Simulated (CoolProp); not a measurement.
Vapour-liquid equilibrium of R1234ze(E) (1) + R227EA (2) at 0.0996 MPa; x and y are mole fractions of (1).

Model: multi-fluid Helmholtz-energy mixture model, Thol 2016 and Lemmon 2016; pair parameters Bell 2023, in CoolProp.

| x | bubble temperature (°C) | y at the bubble point | dew temperature at overall composition x (°C) | liquid density (mol/L) |
|---|---|---|---|---|
| 0.05 | -17.0 | 0.059 | -16.9 | 9.183 |
| 0.2 | -17.6 | 0.226 | -17.5 | 9.472 |
| 0.35 | -18.1 | 0.382 | -18.0 | 9.777 |
| 0.5 | -18.6 | 0.529 | -18.5 | 10.10 |
| 0.65 | -18.9 | 0.670 | -18.9 | 10.45 |
| 0.8 | -19.2 | 0.809 | -19.2 | 10.82 |
| 0.95 | -19.3 | 0.951 | -19.3 | 11.21 |

No azeotrope shows between x = 0.05 and 0.95.

The pair parameters rest on a limited set of measurements; away from them the model extrapolates.
